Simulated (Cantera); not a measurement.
An isothermal, constant-pressure homogeneous reactor starts with 15.1 % CH4, 72.4 % CO2, 12.5 % H2, at 1700 K and 0.987 atm.

Computed with Cantera and GRI-Mech 3.0 (53 species, 325 reactions).

One state of this run: x CH4 = 0.0140; x CO2 = 0.364; x H2 = 0.0612; x HCO = 1.93e-8; x C2H2 = 0.0443. x: mole fraction; the columns are a selection and need not sum to one.

Question: Which value of t (s) does it belong to?
(A) 0.0102
(B) 0.345
(C) 0.000303
(D) 0.0593

Answer: D, 0.0593
